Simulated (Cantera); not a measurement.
A closed system holds: 1 mol C3H6, 36 mol H2, held at 100000 Pa.

Cantera equilibrium calculation (NASA polynomials, part measured and part estimated; ideal gas, pure solids and liquids). Candidate condensed phases: C, C6H6, C7H8, C8H18; 76 gas species. The numbers say what is thermodynamically allowed, not how fast it happens.

x: gas mole fraction; n: condensed amount in mol.

```tsv
T (K)	x H2	x CH4	x H	x C2H2 (acetylene)	x CH3	x C2H4	x C2H6	n C(graphite)
675	0.917	0.0833	<1e-12	<1e-12	<1e-12	2.19e-12	2.10e-8	0
825	0.917	0.0833	7.60e-12	<1e-12	1.03e-11	2.19e-9	2.10e-7	0
975	0.917	0.0833	1.10e-9	3.26e-10	1.69e-9	2.75e-7	1.07e-6	0
1125	0.973	0.0273	4.38e-8	2.23e-8	2.28e-8	9.25e-7	3.61e-7	1.96
1275	0.991	(withheld)	(withheld)	(withheld)	(withheld)	(withheld)	(withheld)	2.65
1425	0.996	0.00374	6.81e-6	3.51e-6	5.14e-7	2.20e-6	3.49e-8	2.85
1575	0.998	(withheld)	(withheld)	(withheld)	(withheld)	(withheld)	(withheld)	2.93
1725	0.999	0.000996	0.000186	9.20e-5	3.76e-6	3.70e-6	7.28e-9	2.95
1875	0.998	0.000604	0.000655	0.000316	7.96e-6	4.49e-6	4.01e-9	2.95
2025	0.997	0.000395	0.00192	0.000902	1.50e-5	5.28e-6	2.41e-9	2.91
```

**Question.** Complete the blanks.

**Answer.** 
- 1275, x CH4: 0.00910
- 1275, x H: 7.34e-7
- 1275, x C2H2 (acetylene): 3.81e-7
- 1275, x CH3: 1.32e-7
- 1275, x C2H4: 1.52e-6
- 1275, x C2H6: 9.96e-8
- 1575, x CH4: 0.00181
- 1575, x H: 4.15e-5
- 1575, x C2H2 (acetylene): 2.11e-5
- 1575, x CH3: 1.53e-6
- 1575, x C2H4: 2.93e-6
- 1575, x C2H6: 1.48e-8
